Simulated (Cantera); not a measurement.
A perfectly stirred reactor is fed with H2 : O2 = 0.28 : 0.2 (molar parts), equivalence ratio 0.70, at 170 Pa; it is held at 1275 K, and followed from long to short residence time.

Model: GRI-Mech 3.0 (53 species, 325 reactions), integrated in Cantera. Radical loss at walls, strong at low pressure, is not modelled. The temperature is held fixed by assumption; the heat of reaction is taken as removed at once.

x: mole fraction; the columns are a selection and need not sum to one.

```
τ (s)     x H2   x O2    x OH     x O    x HO2   x H2O2
------  ------  -----  ------  ------  -------  -------
1.0     0.0537  0.188  0.0155  0.0341  8.78e-7        …
0.43    0.0637  0.191  0.0170  0.0482  7.84e-7        …
0.18    0.0689  0.192  0.0176  0.0598  7.04e-7        …
0.077   0.0723  0.193  0.0178  0.0659  6.59e-7  5.19e-8
0.032   0.0779  0.196  0.0180  0.0677  6.40e-7  4.95e-8
0.014   0.0894  0.201  0.0183  0.0661  6.38e-7  4.99e-8
0.0057   0.118  0.215  0.0187  0.0602  6.45e-7  5.22e-8
0.0024   0.178  0.242  0.0185  0.0493  6.52e-7  5.30e-8
```

Question: Complete the blanks.

Answer: 
- 1.0, x H2O2: 9.67e-8
- 0.43, x H2O2: 7.41e-8
- 0.18, x H2O2: 5.89e-8
